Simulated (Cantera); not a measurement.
Cantera run, input and output.

```python
import numpy as np
import cantera as ct

gas = ct.Solution("gri30.yaml")
gas.TPX = 500, 100000, {'CH4': 1, 'O2': 1.18, 'N2': 4.42}
inlet = ct.Reservoir(gas, clone=True)
gas.equilibrate("HP")  # start burning
reactor = ct.IdealGasConstPressureReactor(gas, energy="on", clone=False)
exhaust = ct.Reservoir(gas, clone=True)
tau = [0.056, 0.03, 0.016, 0.0084, 0.0044, 0.0024, 0.0013, 0.00067, 0.00035, 0.00019, 0.0001, 5.3e-05][0]
for a, b in ((inlet, reactor), (reactor, exhaust)):
    ct.MassFlowController(a, b, mdot=lambda t: reactor.mass / tau)
net = ct.ReactorNet([reactor])
show = ['CH4', 'O2', 'H', 'HCO', 'H2O', 'CH2O']

rows = []
print(f"{'tau/s':>10s}{'T/K':>9s}" + "".join(f"{s:>11s}" for s in show))
for tau in [0.056, 0.03, 0.016, 0.0084, 0.0044, 0.0024, 0.0013, 0.00067, 0.00035, 0.00019, 0.0001, 5.3e-05]:
    net.initial_time = 0.0
    net.advance(30 * tau)
    before = gas.X
    net.advance(40 * tau)
    drift = np.max(np.abs(gas.X - before) / (gas.X + 1e-9))
    rows.append([gas.T, *gas[show].X, drift])
    print(f"{tau:10.3e}{gas.T:9.1f}" + "".join(f"{x:11.3e}" for x in gas[show].X))
```

Result:

```
     tau/s      T/K        CH4         O2          H        HCO        H2O       CH2O
 5.600e-02   1927.9  3.728e-03  4.605e-04  4.826e-04  9.122e-08  1.613e-01  7.348e-06
 3.000e-02   1928.8  4.442e-03  7.577e-04  5.393e-04  1.443e-07  1.635e-01  1.118e-05
 1.600e-02   1927.4  5.187e-03  1.235e-03  6.097e-04  2.373e-07  1.655e-01  1.697e-05
 8.400e-03   1922.3  6.024e-03  2.023e-03  6.943e-04  4.062e-07  1.671e-01  2.604e-05
 4.400e-03   1911.3  7.059e-03  3.340e-03  7.842e-04  7.102e-07  1.682e-01  4.042e-05
 2.400e-03   1891.8  8.476e-03  5.497e-03  8.522e-04  1.215e-06  1.684e-01  6.277e-05
 1.300e-03   1850.9  1.124e-02  1.001e-02  8.410e-04  2.118e-06  1.667e-01  1.071e-04
 6.700e-04    500.0  1.515e-01  1.788e-01 -1.512e-30 -2.204e-34 -7.152e-16 -6.545e-18
 3.500e-04    500.0  1.515e-01  1.788e-01 -5.398e-34  3.960e-38 -2.821e-19 -2.582e-21
 1.900e-04    500.0  1.515e-01  1.788e-01 -1.759e-35  9.434e-39 -1.782e-20 -1.631e-22
 1.000e-04    500.0  1.515e-01  1.788e-01  6.216e-36 -3.761e-40 -1.126e-21 -1.030e-23
 5.300e-05    500.0  1.515e-01  1.788e-01  3.572e-36 -2.374e-41 -7.110e-23 -6.501e-25
```

Cantera simulation using GRI-Mech 3.0 (53 species, 325 reactions); the numbers are that mechanism's predictions, not measurements.
